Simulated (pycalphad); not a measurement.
All values are pycalphad results on the COST 507 light-alloy database (1999) (1 atm), not direct measurements. The database dates from 1999; later assessments differ in places, in temperatures and in the compounds included. Phase fractions are per mole of atoms.

**Question.** Give the equilibrium state of Al-0.8529Si-0.9546C (wt.%) at 1502 °C.

**Answer.** liquid, fraction 0.957, with 0.88 Si, 0.12 C wt.%; AL4C3, fraction 0.043, with 0.05 Si, 25.0 C wt.%.

**Question.** Give the equilibrium state of Al-0.8529Si-0.9546C (wt.%) at 527 °C.

**Answer.** fcc, fraction 0.952, with 0.55 Si, <0.01 C wt.%; AL8SIC7, fraction 0.048, with 8.6 Si, 25.6 C wt.%.

Database names, with the compositions (at.%) that they take in these runs: AL4C3: Al 57 C 43; AL8SIC7: Al 50 C 44 Si 6.
